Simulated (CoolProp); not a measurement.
Properties of n-hexane at several states (Tc = 507.8 K, pc = 30.44 bar, ω = 0.300).

Computed with CoolProp (reference Helmholtz-energy equation of state, Thol 2019).

| T (K) | p (bar) | phase | isothermal compressibility (1/MPa) | expansivity (1/kK) | conductivity (mW/(m K)) |
|---|---|---|---|---|---|
| 192.3 | 78 | liquid | 0.0006657 | 1.094 | 162 |
| 507.4 | 82.7 | liquid | 0.01932 | 3.515 | 83.6 |
| 242.7 | 156 | liquid | 0.0008910 | 1.103 | 145 |
| 365.9 | 0.322 | gas | 31.43 | 2.850 | 20.0 |
| 288.5 | 2.76 | liquid | 0.001548 | 1.349 | 123 |
| 380.3 | 3.1 | liquid | 0.004370 | 1.976 | 98.5 |

Thermal conductivity comes from a separate model (Assael 2013).
